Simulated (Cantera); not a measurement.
**Aluminium and copper etching: Cu + F2**

A closed system holds: 1 mol Cu, 5.9 mol F2, held at 577 °C.

Cantera equilibrium calculation (NASA polynomials, part measured and part estimated; ideal gas, pure solids and liquids). Candidate condensed phases: Cu, CuF2; 6 gas species. Kinetics and transport are ignored.

From 1.00e-5 bar to 1.00 bar the condensed part is CuF2(s). The main Cu-bearing gas is CuF2 throughout.

```json
[
 {"P (Pa)": "1", "log p F2": "-6.50", "log p F": "-5.02", "log p CuF2": "-7.28", "n CuF2(s)": "0.949"},
 {"P (Pa)": "10", "log p F2": "-4.68", "log p F": "-4.10", "log p CuF2": "-7.28", "n CuF2(s)": "0.996"},
 {"P (Pa)": "100", "log p F2": "-3.23", "log p F": "-3.38", "log p CuF2": "-7.28", "n CuF2(s)": "1.000"},
 {"P (Pa)": "1000", "log p F2": "-2.07", "log p F": "-2.80", "log p CuF2": "-7.28", "n CuF2(s)": "1.000"},
 {"P (Pa)": "10000", "log p F2": "-1.02", "log p F": "-2.28", "log p CuF2": "-7.28", "n CuF2(s)": "1.000"},
 {"P (Pa)": "100000", "log p F2": "-0.01", "log p F": "-1.77", "log p CuF2": "-7.28", "n CuF2(s)": "1.00"}
]
```
log p: log10 of the partial pressure in bar; n: condensed amount in mol.
